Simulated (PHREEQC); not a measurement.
# Alkaline etch or developer (model solution)

A solution holds 0.004 mol TMAH and 0.00013 mol H3BO3 per kg of water, at 22 °C. Closed to the air; pH follows from the charge balance.

Model: ion-association model, phreeqc.dat, run in PHREEQC.

Precipitation was switched off in this run.

Task: Predict the pH.

Result: pH 11.65.

(CH3)4N+ isn't in the database: it is added as a free cation with an ion size of 4 Å.
